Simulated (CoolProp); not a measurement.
Computed with CoolProp (reference Helmholtz-energy equation of state, Thol 2016).

For hexamethyldisiloxane (MM), give the phase and the Z, cv (kJ/(kg K)), speed of sound (m/s), Joule-Thomson coefficient (K/MPa) at 200.75 °C and 1.21 MPa; 200.75 °C and 2.41 MPa; 200.75 °C and 8.45 MPa.


- 200.75 °C and 1.21 MPa: liquid; Z 0.0947, cv 1.99, speed of sound 282, Joule-Thomson coefficient 0.781
- 200.75 °C and 2.41 MPa: liquid; Z 0.183, cv 1.98, speed of sound 330, Joule-Thomson coefficient 0.454
- 200.75 °C and 8.45 MPa: liquid; Z 0.593, cv 1.97, speed of sound 472, Joule-Thomson coefficient -0.0305
